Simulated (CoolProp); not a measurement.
Saturation properties of n-nonane.

Values from CoolProp's reference Helmholtz-energy equation of state, Lemmon 2006. It is a short technical equation, of lower accuracy than the large ones.

```json
[
 {"T (K)": "459.3", "p (MPa)": "0.2374", "liquid density (kg/m³)": "574.7", "enthalpy of vaporisation (kJ/kg)": "263.6", "liquid cp (kJ/(kg K))": "2.899", "vapour Z": "[?]"},
 {"T (K)": "462.9", "p (MPa)": "0.2567", "liquid density (kg/m³)": "571.0", "enthalpy of vaporisation (kJ/kg)": "260.8", "liquid cp (kJ/(kg K))": "2.917", "vapour Z": "[?]"},
 {"T (K)": "466.5", "p (MPa)": "0.2772", "liquid density (kg/m³)": "[?]", "enthalpy of vaporisation (kJ/kg)": "258.0", "liquid cp (kJ/(kg K))": "2.935", "vapour Z": "0.8822"},
 {"T (K)": "470.1", "p (MPa)": "0.2989", "liquid density (kg/m³)": "563.5", "enthalpy of vaporisation (kJ/kg)": "255.1", "liquid cp (kJ/(kg K))": "2.953", "vapour Z": "0.8758"},
 {"T (K)": "473.7", "p (MPa)": "0.3219", "liquid density (kg/m³)": "559.6", "enthalpy of vaporisation (kJ/kg)": "252.2", "liquid cp (kJ/(kg K))": "2.971", "vapour Z": "0.8691"},
 {"T (K)": "477.4", "p (MPa)": "0.3468", "liquid density (kg/m³)": "555.6", "enthalpy of vaporisation (kJ/kg)": "249.1", "liquid cp (kJ/(kg K))": "2.991", "vapour Z": "0.8620"},
 {"T (K)": "481", "p (MPa)": "0.3725", "liquid density (kg/m³)": "551.6", "enthalpy of vaporisation (kJ/kg)": "246.1", "liquid cp (kJ/(kg K))": "3.009", "vapour Z": "0.8549"},
 {"T (K)": "484.6", "p (MPa)": "0.3997", "liquid density (kg/m³)": "547.6", "enthalpy of vaporisation (kJ/kg)": "[?]", "liquid cp (kJ/(kg K))": "3.029", "vapour Z": "0.8475"},
 {"T (K)": "488.2", "p (MPa)": "0.4283", "liquid density (kg/m³)": "543.5", "enthalpy of vaporisation (kJ/kg)": "239.9", "liquid cp (kJ/(kg K))": "3.048", "vapour Z": "0.8398"}
]
```

**Question.** What belongs in the gaps?

**Answer.** 
- 459.3, vapour Z: 0.8943
- 462.9, vapour Z: 0.8883
- 466.5, liquid density (kg/m³): 567.3
- 484.6, enthalpy of vaporisation (kJ/kg): 243.0

It boils at 423.9 K under 1 atm.
